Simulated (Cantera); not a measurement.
Ignition delay

Mixture: 4.52 % CH4, 20.1 % O2, 75.4 % N2, equivalence ratio 0.45, at 1.30 bar, adiabatic and at constant pressure. Ignition delay is the time to a rise of 400 K.

Model: GRI-Mech 3.0 (53 species, 325 reactions), integrated in Cantera.

```tsv
T0 (K)	delay (ms)
1300	6.37
1375	2.61
1450	1.18
1525	0.588
1600	0.319
1675	0.187
```

```yaml
apparent activation energy between 1525 and 1675 K: 160 kJ/mol
```
